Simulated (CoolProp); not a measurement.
Vapour-liquid equilibrium of cyclohexane (1) + n-nonane (2) at 495.6 K; x and y are mole fractions of (1).

Computed with CoolProp (multi-fluid Helmholtz-energy mixture model, Zhou 2014 and Lemmon 2006; pair parameters Bell 2016).

```json
[
 {"x": "0.05", "bubble pressure (bar)": "5.500", "y at the bubble point": "0.130", "dew pressure at overall composition x (bar)": "5.130", "liquid density (mol/L)": "4.247"},
 {"x": "0.15", "bubble pressure (bar)": "6.652", "y at the bubble point": "0.327", "dew pressure at overall composition x (bar)": "5.601", "liquid density (mol/L)": "4.410"},
 {"x": "0.25", "bubble pressure (bar)": "7.817", "y at the bubble point": "0.472", "dew pressure at overall composition x (bar)": "6.155", "liquid density (mol/L)": "4.586"},
 {"x": "0.35", "bubble pressure (bar)": "9.022", "y at the bubble point": "0.586", "dew pressure at overall composition x (bar)": "6.815", "liquid density (mol/L)": "4.775"},
 {"x": "0.45", "bubble pressure (bar)": "10.29", "y at the bubble point": "0.680", "dew pressure at overall composition x (bar)": "7.616", "liquid density (mol/L)": "4.980"},
 {"x": "0.55", "bubble pressure (bar)": "11.64", "y at the bubble point": "0.759", "dew pressure at overall composition x (bar)": "8.603", "liquid density (mol/L)": "5.200"},
 {"x": "0.65", "bubble pressure (bar)": "13.07", "y at the bubble point": "0.826", "dew pressure at overall composition x (bar)": "9.850", "liquid density (mol/L)": "5.438"},
 {"x": "0.75", "bubble pressure (bar)": "14.61", "y at the bubble point": "0.885", "dew pressure at overall composition x (bar)": "11.47", "liquid density (mol/L)": "5.693"},
 {"x": "0.85", "bubble pressure (bar)": "16.25", "y at the bubble point": "0.935", "dew pressure at overall composition x (bar)": "13.66", "liquid density (mol/L)": "5.967"},
 {"x": "0.95", "bubble pressure (bar)": "18.00", "y at the bubble point": "0.980", "dew pressure at overall composition x (bar)": "16.79", "liquid density (mol/L)": "6.259"}
]
```

No azeotrope shows between x = 0.05 and 0.95.

The pair parameters rest on a limited set of measurements; away from them the model extrapolates.
